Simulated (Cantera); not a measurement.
A Cantera script and its output.

```python
import numpy as np
import cantera as ct

gas = ct.Solution("gri30.yaml")
gas.TPX = 1300, 44000, {'N2O': 1, 'N2': 0.94}
reactor = ct.IdealGasConstPressureReactor(gas, energy="off", clone=False)
net = ct.ReactorNet([reactor])
net.rtol, net.atol = 1e-08, 1e-18
show = ['N2O', 'NO', 'N2', 'O2', 'O', 'NO2']
times = np.geomspace(0.0003, 10, 15)

steps = ct.SolutionArray(gas, extra=["t"])
rows = []
print(f"{'t/s':>10s}{'T/K':>9s}{'P/Pa':>11s}" + "".join(f"{s:>11s}" for s in show))
for t in times:
    while net.time < t:
        t_next = net.step()
        steps.append(gas.state, t=t_next)
    rows.append([np.interp(t, steps.t, y) for y in (steps.T, steps.P, *steps(*show).X.T)])
    print(f"{t:10.3e}{rows[-1][0]:9.1f}{rows[-1][1]:11.4g}" + "".join(f"{x:11.3e}" for x in rows[-1][2:]))
rate = np.gradient(steps.T, steps.t)
print("integrator steps:", len(steps.t))
if steps.T.max() > steps.T[0] + 200:
    print(f"time of steepest temperature rise: {steps.t[rate.argmax()]:.4e} s")
gas.TPX = 1300, 44000, {'N2O': 1, 'N2': 0.94}
gas.equilibrate("TP")
print(f"equilibrium (TP): T = {gas.T:.1f} K  " + "  ".join(f"{s} {gas[s].X[0]:.3e}" for s in show))
```

Output:

```
       t/s      T/K       P/Pa        N2O         NO         N2         O2          O        NO2
 3.000e-04   1300.0    4.4e+04  5.152e-01  3.270e-05  4.847e-01  9.370e-05  7.456e-06  2.419e-09
 6.312e-04   1300.0    4.4e+04  5.148e-01  7.121e-05  4.849e-01  2.041e-04  7.456e-06  1.132e-08
 1.328e-03   1300.0    4.4e+04  5.142e-01  1.521e-04  4.852e-01  4.360e-04  7.455e-06  5.017e-08
 2.795e-03   1300.0    4.4e+04  5.127e-01  3.218e-04  4.860e-01  9.228e-04  7.453e-06  2.117e-07
 5.880e-03   1300.0    4.4e+04  5.097e-01  6.765e-04  4.877e-01  1.941e-03  7.448e-06  8.317e-07
 1.237e-02   1300.0    4.4e+04  5.035e-01  1.413e-03  4.911e-01  4.059e-03  7.435e-06  2.905e-06
 2.603e-02   1300.0    4.4e+04  4.906e-01  2.922e-03  4.980e-01  8.409e-03  7.404e-06  8.539e-06
 5.477e-02   1300.0    4.4e+04  4.649e-01  5.928e-03  5.120e-01  1.711e-02  7.335e-06  2.085e-05
 1.152e-01   1300.0    4.4e+04  4.162e-01  1.158e-02  5.385e-01  3.363e-02  7.188e-06  4.431e-05
 2.425e-01   1300.0    4.4e+04  3.330e-01  2.107e-02  5.839e-01  6.190e-02  6.863e-06  8.393e-05
 5.102e-01   1300.0    4.4e+04  2.161e-01  3.385e-02  6.479e-01  1.019e-01  6.133e-06  1.380e-04
 1.074e+00   1300.0    4.4e+04  9.815e-02  4.533e-02  7.133e-01  1.431e-01  4.558e-06  1.882e-04
 2.259e+00   1300.0    4.4e+04  2.618e-02  5.020e-02  7.542e-01  1.692e-01  2.077e-06  2.154e-04
 4.753e+00   1300.0    4.4e+04  3.026e-03  5.058e-02  7.679e-01  1.782e-01  3.914e-07  2.550e-04
 1.000e+01   1300.0    4.4e+04  5.156e-05  5.045e-02  7.698e-01  1.794e-01  1.182e-07  3.305e-04
integrator steps: 1066
equilibrium (TP): T = 1300.0 K  N2O 1.743e-08  NO 3.946e-04  N2 7.949e-01  O2 2.047e-01  O 1.214e-07  NO2 2.794e-06
```

Detailed kinetics in Cantera: GRI-Mech 3.0 (53 species, 325 reactions). GRI-Mech 3.0 was tuned for natural gas; its chemistry of N2O as a main component is partial and can be far from experiment. The mechanism lacks the step 2 NO + O2 → 2 NO2, which can matter for NO2 below about 1400 K. The temperature is held fixed by assumption; the heat of reaction is taken as removed at once.
